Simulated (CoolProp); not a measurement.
A simple Rankine cycle with dimethyl carbonate: condensing at 315.15 K, boiler at 3.68 MPa, turbine inlet 538.9 K, turbine efficiency 0.6, pump efficiency 0.6, no recuperator. Each further row changes one setting.

Values from CoolProp's reference Helmholtz-energy equation of state, Zhou 2011.

```tsv
case	thermal efficiency (%)	net work (kJ/kg)	heat in (kJ/kg)	turbine exit temperature (K)	volume ratio over the turbine
as stated	___	113	662	419.0	___
turbine inlet 558.9 K	17.2	122	713	446.1	267
condensing temperature 307.15 K	___	120	___	414.0	434
boiler pressure 2.58 MPa	16.6	___	699	441.1	___
turbine efficiency 0.5	14.1	___	662	___	313
```

Problem. Complete the blanks.

Solution. 
- as stated, thermal efficiency (%): 17.0
- as stated, volume ratio over the turbine: 303
- condensing temperature 307.15 K, thermal efficiency (%): 17.8
- condensing temperature 307.15 K, heat in (kJ/kg): 677
- boiler pressure 2.58 MPa, net work (kJ/kg): 116
- boiler pressure 2.58 MPa, volume ratio over the turbine: 170
- turbine efficiency 0.5, net work (kJ/kg): 93.1
- turbine efficiency 0.5, turbine exit temperature (K): 432.2
